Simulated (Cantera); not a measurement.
Input: 1 mol Si3N4, 0.38 mol N2O, 8.4 mol H2, equilibrated at 1.20 Pa.

Cantera equilibrium calculation (NASA polynomials, part measured and part estimated; ideal gas, pure solids and liquids). Candidate condensed phases: H2O, Si, SiO2, Si2N2O, Si3N4; 35 gas species. The tables' values for SiN are old estimates; treat these amounts as uncertain. Equilibrium is a limit: real reactors are often held back by kinetics, nucleation or transport. All values below are at 1848 K.

Base state: H2 0.521, Si 0.178, N2 0.163, H 0.110, SiO 0.0261, SiH 0.000444, Si2 0.000423, SiN 9.62e-5 (mole fractions); condensed: gas only.

### Question
What changes in the equilibrium state with this change: N2O from 0.38 to 1.3 mol?

### Answer
```tsv
species	before	after
H2	0.521	0.488
N2	0.163	0.213
Si	0.178	0.109
SiO	0.0261	0.0837
H	0.110	0.107
Si3	3.34e-5	7.60e-6
Si2	0.000423	0.000158
Si2N	5.01e-5	2.13e-5
SiH	0.000444	0.000262
```

### Question
What changes in the equilibrium state with this change: Si3N4 replaced by SiC?

### Answer
```csv
species,before,after
H2,0.521,0.756
H,0.110,0.133
N2,0.163,0.0369
Si,0.178,0.0351
CO,0,0.0361
SiO,0.0261,0.00116
HCN,0,0.000573
Si2C,0,0.000478
SiC2,0,0.000133
C2H2 (acetylene),0,3.84e-5
HNC,0,2.41e-5
"SiC(s), mol",0,0.617
```
Further candidate phases: C, C6H6, C7H8, C8H18, SiC.
